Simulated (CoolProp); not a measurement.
A single-stage vapour-compression cycle with R11: evaporating at 260.15 K (dew point), condensing at 312.15 K (bubble point), superheat 5 K, subcooling 2 K, compressor efficiency 0.7, no pressure losses. Each further row changes one setting.

The numbers come from the reference Helmholtz-energy equation of state, Jacobsen 1992 in CoolProp.

```
case                              cooling COP  pressure ratio  discharge temperature (K)  refrigerating effect (kJ/kg)  volumetric capacity (kJ/m³)
--------------------------------  -----------  --------------  -------------------------  ----------------------------  ---------------------------
as stated                                   ?            7.59                      355.0                           153                          216
evaporating temperature 265.15 K         3.46               ?                          ?                             ?                          273
condensing temperature 307.15 K          3.40               ?                      347.5                           158                          222
subcooling 7 K                              ?            7.59                      355.0                           158                          222
superheat 15 K                           3.01            7.59                          ?                           159                            ?
compressor efficiency 0.6                2.59            7.59                      368.4                           153                          216
```

Task: What belongs in the gaps?

Result: 
- as stated, cooling COP: 3.02
- evaporating temperature 265.15 K, pressure ratio: 6.00
- evaporating temperature 265.15 K, discharge temperature (K): 350.0
- evaporating temperature 265.15 K, refrigerating effect (kJ/kg): 156
- condensing temperature 307.15 K, pressure ratio: 6.46
- subcooling 7 K, cooling COP: 3.11
- superheat 15 K, discharge temperature (K): 367.0
- superheat 15 K, volumetric capacity (kJ/m³): 215
